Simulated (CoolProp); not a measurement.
Properties of the fluoroketone C6F12O (FK-5-1-12) along the isotherm 357.2 K (Tc = 441.8 K, pc = 1.869 MPa, ω = 0.471).

Computed with CoolProp (reference Helmholtz-energy equation of state, McLinden 2015).

```json
[
 {"p (MPa)": "1.87", "phase": "liquid", "Z": "0.1400", "speed of sound (m/s)": "345.5"},
 {"p (MPa)": "3.74", "phase": "liquid", "Z": "0.2765", "speed of sound (m/s)": "369.5"},
 {"p (MPa)": "5.61", "phase": "liquid", "Z": "0.4103", "speed of sound (m/s)": "391.0"},
 {"p (MPa)": "7.48", "phase": "liquid", "Z": "0.5418", "speed of sound (m/s)": "410.4"},
 {"p (MPa)": "9.35", "phase": "liquid", "Z": "0.6713", "speed of sound (m/s)": "428.2"},
 {"p (MPa)": "11.2", "phase": "liquid", "Z": "0.7978", "speed of sound (m/s)": "444.6"},
 {"p (MPa)": "13.1", "phase": "liquid", "Z": "0.9262", "speed of sound (m/s)": "460.3"},
 {"p (MPa)": "15", "phase": "liquid", "Z": "1.053", "speed of sound (m/s)": "475.1"},
 {"p (MPa)": "16.8", "phase": "liquid", "Z": "1.172", "speed of sound (m/s)": "488.4"},
 {"p (MPa)": "18.7", "phase": "liquid", "Z": "1.297", "speed of sound (m/s)": "501.7"}
]
```
